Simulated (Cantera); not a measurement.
Input (Python, Cantera):

```python
import numpy as np
import cantera as ct

gas = ct.Solution("h2o2.yaml")
gas.TPX = 900, 1500, {'H2': 0.14, 'O2': 1, 'N2': 0.92}
inlet = ct.Reservoir(gas, clone=True)

reactor = ct.IdealGasConstPressureReactor(gas, energy="off", clone=False)
exhaust = ct.Reservoir(gas, clone=True)
tau = [4.5, 2.1, 0.97, 0.45, 0.21, 0.097, 0.045, 0.021, 0.0098, 0.0046][0]
for a, b in ((inlet, reactor), (reactor, exhaust)):
    ct.MassFlowController(a, b, mdot=lambda t: reactor.mass / tau)
net = ct.ReactorNet([reactor])
show = ['H2', 'O2', 'HO2', 'OH', 'H2O']

rows = []
print(f"{'tau/s':>10s}{'T/K':>9s}" + "".join(f"{s:>11s}" for s in show))
for tau in [4.5, 2.1, 0.97, 0.45, 0.21, 0.097, 0.045, 0.021, 0.0098, 0.0046]:
    net.initial_time = 0.0
    net.advance(30 * tau)
    before = gas.X
    net.advance(40 * tau)
    drift = np.max(np.abs(gas.X - before) / (gas.X + 1e-9))
    rows.append([gas.T, *gas[show].X, drift])
    print(f"{tau:10.3e}{gas.T:9.1f}" + "".join(f"{x:11.3e}" for x in gas[show].X))
```

Output:

```
     tau/s      T/K         H2         O2        HO2         OH        H2O
 4.500e+00    900.0  6.067e-04  4.673e-01  3.413e-06  1.215e-04  6.963e-02
 2.100e+00    900.0  9.300e-04  4.672e-01  4.227e-06  1.669e-04  6.923e-02
 9.700e-01    900.0  1.423e-03  4.672e-01  5.085e-06  2.322e-04  6.862e-02
 4.500e-01    900.0  2.159e-03  4.671e-01  5.909e-06  3.242e-04  6.767e-02
 2.100e-01    900.0  3.255e-03  4.669e-01  6.631e-06  4.511e-04  6.620e-02
 9.700e-02    900.0  4.926e-03  4.667e-01  7.201e-06  6.252e-04  6.383e-02
 4.500e-02    900.0  7.441e-03  4.665e-01  7.552e-06  8.472e-04  6.010e-02
 2.100e-02    900.0  1.124e-02  4.663e-01  7.646e-06  1.102e-03  5.437e-02
 9.800e-03    900.0  1.710e-02  4.666e-01  7.465e-06  1.340e-03  4.605e-02
 4.600e-03    900.0  2.622e-02  4.684e-01  7.028e-06  1.458e-03  3.512e-02
```

Cantera simulation using the H2/O2 subset of GRI-Mech 3.0, which has no nitrogen chemistry; the numbers are that mechanism's predictions, not measurements. Radical loss at walls, strong at low pressure, is not modelled. Below about 950 K walls govern HO2 and H2O2 in real vessels. The temperature is held fixed by assumption; the heat of reaction is taken as removed at once.
